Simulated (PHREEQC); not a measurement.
Brine (model solution)

Solution (25 °C and 50 atm): 1.7 mol/kgw KCl, 0.049 mol/kgw K2SO4 and 0.4 mol/kgw KBr. Closed to the air; pH follows from the charge balance.

Equilibrium calculation in PHREEQC: Pitzer model, pitzer.dat.

Each row changes one thing in this solution. Precipitation was switched off in this run.

| case | pH | ionic strength (mol/kgw) | SI of Sylvite (KCl) |
|---|---|---|---|
| as made | 6.99 | 2.25 | -0.83 |
| K2SO4 left out | 6.92 | 2.10 | -0.84 |
| KBr left out | 7.02 | 1.85 | … |
| 0.31 mol/kgw HCl added | 0.47 | 2.49 | -0.72 |
| 1 mol/kgw NaHCO3 added | 7.59 | 3.26 | … |
| K2SO4 from 0.049 to 0.0441 mol/kgw | 6.99 | … | -0.83 |
| K2SO4 from 0.049 to 0.0098 mol/kgw | 6.93 | 2.13 | -0.83 |

**Question.** Some entries are withheld; supply them.

**Answer.** 
- KBr left out, SI of Sylvite (KCl): -0.91
- 1 mol/kgw NaHCO3 added, SI of Sylvite (KCl): -0.82
- K2SO4 from 0.049 to 0.0441 mol/kgw, ionic strength (mol/kgw): 2.23

Species that the database lacks are ignored. In brines, pH and single-ion activities rest on the MacInnes convention. Under pressure, the constants of complexes without a molar volume in the database are unreliable.
